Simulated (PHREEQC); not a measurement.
1.9 g of hydrous ferric oxide (600 m²/g; 0.2 weak and 0.005 strong sites per Fe, Dzombak-Morel constants, diffuse double layer) in 1 kg of water with 0.001 mol/kgw of an inert sodium salt and 0.0021 mol/kgw MnCl2, at 25 °C; the pH is set by adding NaOH or the inert anion's acid. No oxygen is let in. CO2 from the air is kept out. No solid was allowed to form.

Equilibrium calculation in PHREEQC: ion-association model, wateq4f.dat.

```csv
pH,Mn sorbed (%),surface charge σ (C/m²),surface potential ψ (mV)
3,0.0,0.322,205
3.38,0.0,0.283,201
3.75,0.0,0.238,193
4.12,0.0,0.193,184
4.5,0.1,0.151,172
4.88,0.3,0.115,159
5.25,1.1,0.086,145
5.62,2.8,0.063,130
6.38,8.4,0.032,97
6.75,17.6,0.023,83
7.12,34.7,0.019,74
7.5,54.6,0.016,67
7.88,71.7,0.013,61
8.25,83.7,0.011,54
8.62,91.5,0.009,46
9,96.1,0.006,36
```

The oxide is taken as insoluble; below pH 4 it would dissolve.
